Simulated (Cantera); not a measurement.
A Cantera script and its output.

```python
import numpy as np
import cantera as ct

gas = ct.Solution("gri30.yaml")
gas.TPX = 1248, 470, {'H2': 0.24, 'O2': 1, 'N2': 0.14}
reactor = ct.IdealGasConstPressureReactor(gas, energy="off", clone=False)
net = ct.ReactorNet([reactor])
net.rtol, net.atol = 1e-08, 1e-18
show = ['H2', 'O2', 'HO2', 'H2O2', 'NO']
times = np.geomspace(0.0006, 100, 9)

steps = ct.SolutionArray(gas, extra=["t"])
rows = []
print(f"{'t/s':>10s}{'T/K':>9s}{'P/Pa':>11s}" + "".join(f"{s:>11s}" for s in show))
for t in times:
    while net.time < t:
        t_next = net.step()
        steps.append(gas.state, t=t_next)
    rows.append([np.interp(t, steps.t, y) for y in (steps.T, steps.P, *steps(*show).X.T)])
    print(f"{t:10.3e}{rows[-1][0]:9.1f}{rows[-1][1]:11.4g}" + "".join(f"{x:11.3e}" for x in rows[-1][2:]))
rate = np.gradient(steps.T, steps.t)
print("integrator steps:", len(steps.t))
if steps.T.max() > steps.T[0] + 200:
    print(f"time of steepest temperature rise: {steps.t[rate.argmax()]:.4e} s")
gas.TPX = 1248, 470, {'H2': 0.24, 'O2': 1, 'N2': 0.14}
gas.equilibrate("TP")
print(f"equilibrium (TP): T = {gas.T:.1f} K  " + "  ".join(f"{s} {gas[s].X[0]:.3e}" for s in show))
```

Output:

```
       t/s      T/K       P/Pa         H2         O2        HO2       H2O2         NO
 6.000e-04   1248.0        470  1.739e-01  7.246e-01  5.865e-08  1.293e-10  1.237e-18
 2.697e-03   1248.0        470  1.436e-01  7.070e-01  1.222e-06  3.332e-08  3.335e-11
 1.212e-02   1248.0        470  7.621e-03  6.222e-01  2.198e-06  7.962e-08  1.095e-07
 5.449e-02   1248.0        470  6.093e-03  6.427e-01  2.321e-06  9.255e-08  4.742e-07
 2.449e-01   1248.0        470  1.897e-03  6.830e-01  2.092e-06  1.037e-07  8.324e-07
 1.101e+00   1248.0        470  1.140e-04  6.972e-01  5.519e-07  4.030e-08  8.635e-07
 4.949e+00   1248.0        470  7.539e-06  6.982e-01  6.294e-08  8.772e-09  8.644e-07
 2.225e+01   1248.0        470  9.134e-07  6.984e-01  1.535e-08  1.944e-09  8.645e-07
 1.000e+02   1248.0        470  1.796e-07  6.984e-01  1.676e-08  5.492e-10  8.640e-07
integrator steps: 1809
equilibrium (TP): T = 1248.0 K  H2 1.111e-07  O2 6.983e-01  HO2 1.994e-08  H2O2 3.953e-10  NO 1.915e-04
```

Model: GRI-Mech 3.0 (53 species, 325 reactions), integrated in Cantera. Radical loss at walls, strong at low pressure, is not modelled. The temperature is held fixed by assumption; the heat of reaction is taken as removed at once.
